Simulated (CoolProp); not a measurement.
100 sccm (0 °C, 1 atm) of nitrogen bubbles through liquid water at 295.4 K and leaves saturated at a total pressure of 0.0482 MPa (ideal gas phase). Each further row changes one setting.

Computed with CoolProp (reference Helmholtz-energy equation of state, Wagner 2002).

```
case                       vapour pressure (kPa)  mole fraction of vapour  delivery (mg/min)  delivery (sccm)  change of delivery for a bath 1 K warmer (%)
-------------------------  ---------------------  -----------------------  -----------------  ---------------  --------------------------------------------
as stated                                   2.69                   0.0557                  ?             5.90                                           6.6
bath temperature 300.4 K                       ?                        ?                  ?             8.12                                             ?
total pressure 0.0964 MPa                   2.69                   0.0279                  ?             2.87                                             ?
```

Some entries are withheld; supply them.


- as stated, delivery (mg/min): 4.74
- bath temperature 300.4 K, vapour pressure (kPa): 3.62
- bath temperature 300.4 K, mole fraction of vapour: 0.0751
- bath temperature 300.4 K, delivery (mg/min): 6.53
- bath temperature 300.4 K, change of delivery for a bath 1 K warmer (%): 6.5
- total pressure 0.0964 MPa, delivery (mg/min): 2.30
- total pressure 0.0964 MPa, change of delivery for a bath 1 K warmer (%): 6.4
